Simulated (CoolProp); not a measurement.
Properties of propylene along the isotherm 36.95 °C.

Computed with CoolProp (reference Helmholtz-energy equation of state, Lemmon 2013).

```tsv
p (bar)	phase	speed of sound (m/s)	isothermal compressibility (1/MPa)	expansivity (1/kK)
1.44	gas	261.0	7.075	3.414
2.33	gas	258.7	4.426	3.542
3.76	gas	254.8	2.802	3.769
6.07	gas	248.2	1.804	4.202
9.81	gas	236.4	1.208	5.167
15.9	liquid	623.2	(withheld)	(withheld)
25.6	liquid	646.0	0.008564	4.002
41.4	liquid	679.6	0.007459	3.649
66.9	liquid	726.6	0.006223	3.239
108	liquid	790.5	0.004967	(withheld)
175	liquid	875.4	(withheld)	2.358
282	liquid	983.2	(withheld)	1.952
455	liquid	1119	0.001994	1.591
```

What belongs in the gaps?


- 15.9, isothermal compressibility (1/MPa): 0.009457
- 15.9, expansivity (1/kK): 4.280
- 108, expansivity (1/kK): 2.799
- 175, isothermal compressibility (1/MPa): 0.003790
- 282, isothermal compressibility (1/MPa): 0.002794
